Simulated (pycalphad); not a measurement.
Source of the numbers: pycalphad with the COST 507 light-alloy database (1999); pressure 1 atm. These are 1990s assessments: newer ones move some temperatures and phases. The system is extrapolated from its subsystems; higher-order compounds may be missing. Phase fractions are per mole of atoms. Kinetics are ignored, which matters at the lower temperatures.

Question: Give the equilibrium state of Ti-3.072Al-0.3425C (wt.%) at 727 °C.

Answer: hcp, fraction 0.964, with 3.2 Al, 0.01 C wt.%; fcc, fraction 0.036, with <0.01 Al, 12.1 C wt.%.

Question: Give the equilibrium state of Ti-3.072Al-0.3425C (wt.%) at 977 °C.

Answer: bcc, fraction 0.968, with 3.1 Al, 0.05 C wt.%; fcc, fraction 0.032, with <0.01 Al, 11.7 C wt.%.

The fcc model also describes the rock-salt carbide or nitride (TiC, TiN, HfC).
